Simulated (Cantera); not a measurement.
Feed: 1 mol CaCl2, 0.043 mol O2, 0.1 mol H2, equilibrated at 1775 K and 77.0 Pa.

Equilibrium computed with Cantera from the NASA thermochemical tables; the gas is ideal and each condensed phase is pure. Candidate condensed phases: Ca, CaCl2, CaO, Ca(OH)2, H2O; 21 gas species. Condensed phases not in the tables: oxide chlorides. Kinetics and transport are ignored.

Base state: CaCl2 0.838, HCl 0.124, H2 0.0157, H2O 0.0118, Cl 0.00795, H 0.00131, CaCl 0.000580, OH 6.12e-5 (mole fractions); condensed: CaO(s).

What changes in the equilibrium state with this change: H2 from 0.1 to 92 mol?


```json
[
 {"species": "H2", "before": "0.0157", "after": "0.974"},
 {"species": "H", "before": "0.00131", "after": "0.0103"},
 {"species": "CaCl2", "before": "0.838", "after": "0.00788"},
 {"species": "HCl", "before": "0.124", "after": "0.00432"},
 {"species": "H2O", "before": "0.0118", "after": "0.000914"},
 {"species": "Ca", "before": "3.21e-6", "after": "0.00155"},
 {"species": "Cl", "before": "0.00795", "after": "3.51e-5"},
 {"species": "OH", "before": "6.12e-5", "after": "6.01e-7"},
 {"species": "CaCl", "before": "0.000580", "after": "0.00124"},
 {"species": "CaO(s), mol", "before": "0.0729", "after": "0"}
]
```
